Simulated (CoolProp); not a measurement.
Vapour-liquid equilibrium of R22 (1) + methanol (2) at -14.35 °C; x and y are mole fractions of (1).

Model: multi-fluid Helmholtz-energy mixture model, Kamei 1995 and de Reuck 1993; pair parameters Bell 2016, in CoolProp.

Q: Give the bubble pressure and the first vapour's composition at x = 0.125, 0.5, 0.95. Is there an azeotrope?

A: x = 0.125: 64.11 kPa, y = 0.978; x = 0.5: 186.2 kPa, y = 0.994; x = 0.95: 288.1 kPa, y = 0.999. No azeotrope shows between x = 0.05 and 0.95.

Pair parameters are fitted to limited data, so mixtures are less certain than the pure fluids. With so large a gap from Raoult's law the liquid may split in two, which this calculation doesn't test in full.
